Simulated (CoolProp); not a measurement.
Vapour-liquid equilibrium of R152A (1) + R113 (2) at 4.12 bar; x and y are mole fractions of (1).

Computed with CoolProp (multi-fluid Helmholtz-energy mixture model, Outcalt 1996 and Marx 1992; pair parameters Bell 2016).

Question: Give the bubble temperature and the first vapour's composition at x = 0.05, 0.2, 0.5. Is there an azeotrope?

Answer: x = 0.05: 79.6 °C, y = 0.363; x = 0.2: 47.3 °C, y = 0.775; x = 0.5: 26.0 °C, y = 0.918. No azeotrope shows between x = 0.05 and 0.95.

The pair parameters rest on a limited set of measurements; away from them the model extrapolates.
